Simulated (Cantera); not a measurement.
# Thermodynamics of nitride etching, feed AlN + H₂

Feed: 1 mol AlN, 4.8 mol H₂, held at 1323.15 K and 5.80 mbar.

Method: chemical equilibrium by Gibbs-energy minimisation in Cantera with the NASA 1993 tables (ideal gas, pure condensed phases). Candidate condensed phases: Al, AlN; 13 gas species. The numbers say what is thermodynamically allowed, not how fast it happens.

```json
{
  "x(H₂)": "1.000",
  "x(H)": "2.09e-5",
  "n(AlN(s))": "1.000 mol",
  "gas_amount": "4.800 mol",
  "log10 activity of Al(l) (absent)": "-2.39"
}
```
